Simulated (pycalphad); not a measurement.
All values are pycalphad results on the COST 507 light-alloy database (1999) (1 atm), not direct measurements. The database dates from 1999; later assessments differ in places, in temperatures and in the compounds included. Amounts are mole fractions of atoms.

Question: Give the equilibrium state of Al-1.362Si-0.5736C (wt.%) at 1302 °C.

Answer: 
```
T = 1575.00 K, P = 101325 Pa, N = 1 mol of atoms
G = -89857 J/mol, H = 48071 J/mol, S = 87.57 J/(mol K)  (SER reference)
chemical potentials (J/mol): Al -89651, Si -126784, C -68036
phase             fraction      x(Al)      x(Si)       x(C)
LIQUID              0.9708     0.9863     0.0134    0.00031
AL4C3               0.0292     0.5709   0.000567     0.4286
```

Question: Give the equilibrium state of Al-1.362Si-0.5736C (wt.%) at 627 °C.

Answer: 
```
T = 900.00 K, P = 101325 Pa, N = 1 mol of atoms
G = -36374 J/mol, H = 17583 J/mol, S = 59.95 J/(mol K)  (SER reference)
chemical potentials (J/mol): Al -35904, Si -35817, C -72668
phase             fraction      x(Al)      x(Si)       x(C)
FCC_A1              0.8501     0.9943     0.0057   1.17e-12
LIQUID              0.1206     0.9476     0.0524   1.45e-10
AL8SIC7             0.0293     0.5000     0.0625     0.4375
```

Database names, with the compositions (at.%) that they take in these runs: AL4C3: Al 57 C 43; AL8SIC7: Al 50 C 44 Si 6. FCC_A1 is fcc.
